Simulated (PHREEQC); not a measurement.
# Reverse-osmosis reject: speciation

Synthetic water in mg/L, 20 °C, pH 6.34, pe 12.1:

```
constituent              mg/L
-----------------------  ----
Na                       1880
K                         5.2
Ca                        628
Mg                        554
Cl                       5280
S(6) as SO4               283
Alkalinity as HCO3        137
O(0) (dissolved oxygen)  1.43
```

Valence states are taken as typed.

Equilibrium calculation in PHREEQC: ion-association model, phreeqc.dat.

Precipitation was switched off in this run.

What specific conductance, density does the model give?

specific conductance 13500 µS/cm; density 1.005 g/cm³.

In which forms is Ca present?

Ca+2 97 %, CaSO4 2.5 %, CaHCO3+ 0.7 % of the Ca.

Complexes and solids missing from the database can't appear.
